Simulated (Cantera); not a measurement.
Input (Python, Cantera):

```python
import numpy as np
import cantera as ct

gas = ct.Solution("gri30.yaml")
gas.TPX = 1673, 500000, {'CH3OH': 1, 'O2': 2.27, 'N2': 10.9}
reactor = ct.IdealGasReactor(gas, energy="on", clone=False)
net = ct.ReactorNet([reactor])
net.rtol, net.atol = 1e-08, 1e-16
show = ['CH3OH', 'O2', 'NO', 'CH4', 'H2O2', 'NO2']
times = np.geomspace(2e-06, 6, 14)

steps = ct.SolutionArray(gas, extra=["t"])
rows = []
print(f"{'t/s':>10s}{'T/K':>9s}{'P/Pa':>11s}" + "".join(f"{s:>11s}" for s in show))
for t in times:
    while net.time < t:
        t_next = net.step()
        steps.append(gas.state, t=t_next)
    rows.append([np.interp(t, steps.t, y) for y in (steps.T, steps.P, *steps(*show).X.T)])
    print(f"{t:10.3e}{rows[-1][0]:9.1f}{rows[-1][1]:11.4g}" + "".join(f"{x:11.3e}" for x in rows[-1][2:]))
rate = np.gradient(steps.T, steps.t)
print("integrator steps:", len(steps.t))
if steps.T.max() > steps.T[0] + 200:
    print(f"time of steepest temperature rise: {steps.t[rate.argmax()]:.4e} s")
gas.TPX = 1673, 500000, {'CH3OH': 1, 'O2': 2.27, 'N2': 10.9}
gas.equilibrate("UV")
print(f"equilibrium (UV): T = {gas.T:.1f} K  " + "  ".join(f"{s} {gas[s].X[0]:.3e}" for s in show))
```

Output:

```
       t/s      T/K       P/Pa      CH3OH         O2         NO        CH4       H2O2        NO2
 2.000e-06   1673.2  5.003e+05  6.982e-02  1.597e-01  4.434e-12  2.493e-05  1.012e-05  6.662e-14
 6.299e-06   1682.4  5.046e+05  6.518e-02  1.570e-01  3.597e-11  9.946e-05  1.544e-04  4.709e-12
 1.984e-05   2652.3  8.449e+05  5.557e-16  5.792e-02  1.312e-04  1.040e-15  7.674e-07  1.580e-07
 6.248e-05   2834.9  8.924e+05  1.923e-16  5.343e-02  2.269e-03  6.119e-16  1.107e-06  2.233e-06
 1.968e-04   2826.1  8.893e+05  1.896e-16  5.095e-02  7.601e-03  6.069e-16  1.066e-06  7.346e-06
 6.198e-04   2814.2  8.851e+05  1.863e-16  4.762e-02  1.478e-02  6.002e-16  1.012e-06  1.392e-05
 1.952e-03   2810.6  8.838e+05  1.854e-16  4.664e-02  1.689e-02  5.984e-16  9.958e-07  1.577e-05
 6.148e-03   2810.6  8.838e+05  1.854e-16  4.663e-02  1.691e-02  5.984e-16  9.957e-07  1.578e-05
 1.936e-02   2810.6  8.838e+05  1.854e-16  4.663e-02  1.691e-02  5.984e-16  9.957e-07  1.578e-05
 6.098e-02   2810.6  8.838e+05  1.854e-16  4.663e-02  1.691e-02  5.984e-16  9.957e-07  1.578e-05
 1.921e-01   2810.6  8.838e+05  1.854e-16  4.663e-02  1.691e-02  5.984e-16  9.957e-07  1.578e-05
 6.049e-01   2810.6  8.838e+05  1.854e-16  4.663e-02  1.691e-02  5.984e-16  9.957e-07  1.578e-05
 1.905e+00   2810.6  8.838e+05  1.854e-16  4.663e-02  1.691e-02  5.984e-16  9.957e-07  1.578e-05
 6.000e+00   2810.6  8.838e+05  1.854e-16  4.663e-02  1.691e-02  5.984e-16  9.957e-07  1.578e-05
integrator steps: 1685
time of steepest temperature rise: 1.5358e-05 s
equilibrium (UV): T = 2810.6 K  CH3OH 1.931e-16  O2 4.663e-02  NO 1.691e-02  CH4 8.120e-16  H2O2 9.957e-07  NO2 1.578e-05
```

Detailed kinetics in Cantera: GRI-Mech 3.0 (53 species, 325 reactions). GRI-Mech 3.0 was tuned for natural gas; its chemistry of methanol as a main component is partial and can be far from experiment.
